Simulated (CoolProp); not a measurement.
Vapour-liquid equilibrium of nitrogen (1) + methane (2) at 0.422 MPa; x and y are mole fractions of (1).

The numbers come from the multi-fluid Helmholtz-energy mixture model, Span 2000 and Setzmann 1991; pair parameters Kunz 2012 in CoolProp.

| x | bubble temperature, mixture model (°C) | bubble temperature, Raoult's law (°C) | y, mixture model | y, Raoult's law |
|---|---|---|---|---|
| 0.05 | -150.0 | -147.9 | 0.429 | 0.385 |
| 0.125 | -159.4 | -155.4 | … | 0.663 |
| 0.2 | -165.1 | -160.8 | 0.833 | 0.796 |
| 0.275 | … | -164.8 | 0.886 | 0.868 |
| 0.35 | -171.3 | -167.9 | 0.916 | 0.911 |
| 0.425 | -173.2 | -170.5 | 0.934 | 0.939 |
| 0.5 | -174.6 | -172.6 | 0.947 | 0.957 |
| 0.575 | -175.8 | -174.4 | 0.958 | 0.970 |
| 0.65 | -176.9 | -176.0 | … | 0.979 |
| 0.725 | -177.9 | -177.4 | 0.974 | 0.986 |
| 0.8 | … | -178.6 | 0.981 | 0.991 |
| 0.875 | -179.7 | -179.7 | 0.988 | 0.995 |
| 0.95 | -180.6 | -180.7 | 0.995 | 0.998 |

Fill in the missing entries.


- 0.125, y, mixture model: 0.719
- 0.275, bubble temperature, mixture model (°C): -168.8
- 0.65, y, mixture model: 0.966
- 0.8, bubble temperature, mixture model (°C): -178.8

The largest gap from Raoult's law is -4.3 K in bubble temperature, at x = 0.2. No azeotrope shows between x = 0.05 and 0.95.

Pair parameters are fitted to limited data, so mixtures are less certain than the pure fluids.
